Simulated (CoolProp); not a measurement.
Vapour-liquid equilibrium of R125 (1) + R227EA (2) at 0.403 bar; x and y are mole fractions of (1).

The numbers come from the multi-fluid Helmholtz-energy mixture model, Lemmon 2005 and Lemmon 2016; pair parameters Bell 2016 in CoolProp.

```
x      bubble temperature (K)  y at the bubble point  dew temperature at overall composition x (K)  liquid density (mol/L)
-----  ----------------------  ---------------------  --------------------------------------------  ----------------------
0.05                    234.4                  0.187                                           ___                   9.638
0.125                   230.4                  0.396                                         235.4                   9.893
0.2                     227.0                  0.544                                         234.1                   10.15
0.275                   224.0                  0.652                                         232.8                   10.40
0.35                    221.5                  0.732                                         231.3                   10.66
0.425                   219.2                  0.793                                         229.8                     ___
0.5                     217.2                  0.841                                         228.0                   11.18
0.575                   215.4                    ___                                         226.2                   11.44
0.65                    213.8                    ___                                         224.1                   11.72
0.725                   212.4                  0.935                                           ___                   12.00
0.8                     211.1                  0.957                                         218.9                   12.29
0.875                   209.8                  0.975                                         215.6                   12.59
0.95                    208.7                  0.991                                         211.5                   12.90
```

### Question
What belongs in the gaps?

### Answer

- 0.05, dew temperature at overall composition x (K): 236.6
- 0.425, liquid density (mol/L): 10.91
- 0.575, y at the bubble point: 0.879
- 0.65, y at the bubble point: 0.910
- 0.725, dew temperature at overall composition x (K): 221.7

No azeotrope shows between x = 0.05 and 0.95.

The pair parameters rest on a limited set of measurements; away from them the model extrapolates.
